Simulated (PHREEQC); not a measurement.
# Leach liquor: an equilibrium model

Make-up at 25 °C: 0.16 mol H2SO4, 0.00011 mol MnSO4 and 0.022 mol Fe2(SO4)3 per kg of water. Closed to the air; pH follows from the charge balance.

Equilibrium calculation in PHREEQC: ion-association model, wateq4f.dat.

Precipitation was switched off in this run.

**Question.** What pH, activity of water does the model give?

**Answer.** pH 0.91; activity of water 0.994.

**Question.** In which forms is Mn present?

**Answer.** Mn+2 70 %, MnSO4 30 % of the Mn.

Saturation is exceeded, for instance for Hematite (slow to form); the values hold only as long as no solid forms.
